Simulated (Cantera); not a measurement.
Standard-state values (1 bar) from the NASA 1993 polynomials, evaluated with Cantera. Values are per mole of reaction as written; species without (g) are pure solids or liquids, kept so even where they would boil at 1 bar.

3 H₂(g) + CrO₃(g) → 3 H₂O(g) + Cr

```tsv
T (K)	ΔH° (kJ)	ΔS° (J/K)	ΔG° (kJ)	log10 K	condensed phases
723	[?]	[?]	[?]	[?]	Cr(s)
923	-446.3	-93.2	-360.3	20.39	Cr(s)
1123	-448.8	-95.7	-341.3	15.88	Cr(s)
1323	-449.9	-96.6	-322.1	12.72	Cr(s)
1523	[?]	[?]	[?]	[?]	Cr(s)
1723	-447.5	-95.1	-283.6	8.60	Cr(s)
1923	-444.2	-93.3	-264.8	7.19	Cr(s)
2123	-439.6	-91.0	-246.3	6.06	Cr(s)
2323	-416.6	-80.3	-230.1	5.17	Cr(l)
2523	[?]	[?]	[?]	[?]	Cr(l)
2723	-411.0	-78.1	-198.4	3.81	Cr(l)
```

### Question
Complete the blanks.

### Answer

- 723, ΔH° (kJ): -442.4
- 723, ΔS° (J/K): -88.5
- 723, ΔG° (kJ): -378.5
- 723, log10 K: 27.34
- 1523, ΔH° (kJ): -449.4
- 1523, ΔS° (J/K): -96.3
- 1523, ΔG° (kJ): -302.8
- 1523, log10 K: 10.38
- 2523, ΔH° (kJ): -413.9
- 2523, ΔS° (J/K): -79.2
- 2523, ΔG° (kJ): -214.1
- 2523, log10 K: 4.43
